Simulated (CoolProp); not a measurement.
Saturation properties of methane (Tc = -82.6 °C, pc = 4599 kPa, ω = 0.011).

The numbers come from the reference Helmholtz-energy equation of state, Setzmann 1991 in CoolProp.

```
T (°C)   p (kPa)  vapour density (kg/m³)  liquid cp (kJ/(kg K))  liquid viscosity (µPa s)  vapour viscosity (µPa s)  liquid conductivity (mW/(m K))
-------  -------  ----------------------  ---------------------  ------------------------  ------------------------  ------------------------------
-171.95    38.90                  0.7554                  3.415                       151                      3.81                             198
-165.75    70.25                   1.298                  3.452                       129                      4.07                             190
-159.55    118.5                   2.097                  3.495                       112                      4.33                             181
-153.25    190.1                   3.241                  3.548                      98.3                      4.58                             172
-147.05    288.5                   4.772                  3.611                      87.2                      4.83                             163
-140.85    420.7                   6.794                  3.689                      77.9                      5.08                             155
-134.65    592.8                   9.414                  3.786                      69.9                      5.35                             146
-128.35    815.3                   12.82                  3.912                      62.7                      5.63                             137
-122.15     1088                   17.08                  4.077                      56.4                      5.94                             128
-115.95     1420                   22.48                  4.304                      50.6                      6.30                             119
-109.65     1827                   29.49                  4.637                      45.1                      6.73                             110
```

It boils at -161.5 °C under 1 atm.

Viscosity comes from a separate model (Quiñones-Cisneros 2006). Thermal conductivity comes from a separate model (Friend 1989).
